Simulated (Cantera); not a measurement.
A closed system holds: 1 mol Si, 0.028 mol H2O, 23 mol N2, held at 1600 °C.

These are equilibrium values from Cantera (NASA tables, ideal gas, pure condensed phases), not measurements of a reactor. Candidate condensed phases: H2O, Si, SiO2, Si2N2O, Si3N4; 35 gas species. Mutual solubility and eutectic melting of coexisting phases are not modelled. Rates play no part.

Question: Which condensed phases are stable at each of these points (P (Pa)): 0.100, 0.750, 5.60, 42, 320, 2400, 18000, 130000, 1000000?

Answer: 
```csv
P (Pa),condensed phases,Si condensed (%)
0.100,gas only,0.0
0.750,gas only,0.0
5.60,gas only,0.0
42,Si(l),45.3
320,Si(l),90.2
2400,Si(l),96.1
18000,Si3N4(s),97.2
130000,Si2N2O(s) + Si3N4(s),99.5
1000000,Si2N2O(s) + Si3N4(s),100.0
```

From 0.000750 Torr to 0.0420 Torr nothing is condensed. From 0.315 Torr to 18.0 Torr the condensed part is Si(l). At 135 Torr the condensed part is Si3N4(s). From 975 Torr to 7500 Torr the condensed part is Si2N2O(s) + Si3N4(s).
